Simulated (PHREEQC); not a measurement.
## Brine: speciation

Consider water at 78 °C with 0.41 mol Na2SO4, 0.0091 mol K2SO4 and 0.62 mol NaCl per kg of water. Closed to the air; pH follows from the charge balance.

Model: Pitzer model, pitzer.dat, run in PHREEQC.

```json
{
 "ionic_strength": "1.88 mol/kgw",
 "activity_of_water": "0.964",
 "density": "1.044 g/cm³",
 "osmotic_coefficient": "0.815"
}
```

| species | molality | activity | log γ |
|---|---|---|---|
| Na+ | 1.44 | 0.804 | -0.253 |
| Cl- | 0.620 | 0.355 | -0.242 |
| SO4-2 | 0.419 | 0.0203 | -1.315 |
| K+ | 0.0182 | 0.00900 | -0.306 |
| OH- | 2.99e-6 | 1.59e-6 | -0.273 |
| HSO4- | 2.72e-6 | 1.35e-6 | -0.305 |
| H+ | 2.69e-7 | 1.42e-7 | -0.276 |

No solid was allowed to form. Away from 25 °C the constants follow the database's enthalpies or fits; those with neither stay at their 25 °C values.
